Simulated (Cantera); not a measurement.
A diamond (100) surface in a fixed gas of H2 with x(CH4) = 0.004, x(CH3) = 0.00044, at 1125 K, 0.0158 atm; coverages are run to steady state.

Model: the Harris–Goodwin 1993 mechanism for the reconstructed diamond (100) surface, integrated in Cantera.

One state of this run: growth (µm/h) = 0.338; θ c6HH = 0.515; θ c6H* = 0.0282; θ c6*H = 0.423; θ c6** = 0.0113; θ c6HM = 0.0113. θ: site fractions in the mechanism's names (c6HH fully hydrogenated, c6H* and c6*H radical sites, c6** diradical, c6HM methylated).

**Question.** Which value of x(H) does it belong to?
A. 0.00041
B. 0.03
C. 0.0002
D. 0.0001

**Answer.** A, 0.00041
